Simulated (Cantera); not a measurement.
# Chlorosilane synthesis and conversion: Si + Cl2 + H2

A closed system holds: 1 mol Si, 2.4 mol Cl2, 7.9 mol H2, held at 700 °C and 8250 Torr.

Cantera equilibrium calculation (NASA polynomials, part measured and part estimated; ideal gas, pure solids and liquids). Candidate condensed phases: Si; 19 gas species. The tables' values for SiCl3 are old estimates; treat these amounts as uncertain. Equilibrium is a limit: real reactors are often held back by kinetics, nucleation or transport.

```yaml
x(H2): 0.801
x(SiCl4): 0.102
x(HCl): 0.0912
x(SiHCl3): 0.00507
x(SiH2Cl2): 2.62e-5
x(SiCl3): 2.08e-5
gas_amount: 9.300 mol
log10 activity of Si(s) (absent): -5.14
```
